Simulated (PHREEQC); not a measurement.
Solution (55 °C): 0.006 mol/kgw NH3 and 0.0012 mol/kgw K2SiO3. Closed to the air; pH follows from the charge balance.

The numbers come from PHREEQC with the ion-association model, phreeqc.dat.

```
quantity                   before     after
------------------------  -------  --------
pH                          10.27      9.65
ionic strength (mol/kgw)  0.00250  0.000334
```

Q: Name the change that produced these shifts.
A. NH3 left out
B. 0.00071 mol/kgw SrBr2 added
C. K2SiO3 left out
D. K2SiO3 from 0.0012 to 0.0018 mol/kgw
E. NH3 from 0.006 to 0.06 mol/kgw

A: C, K2SiO3 left out

No solid was allowed to form. Constants without temperature data keep their 25 °C values here.
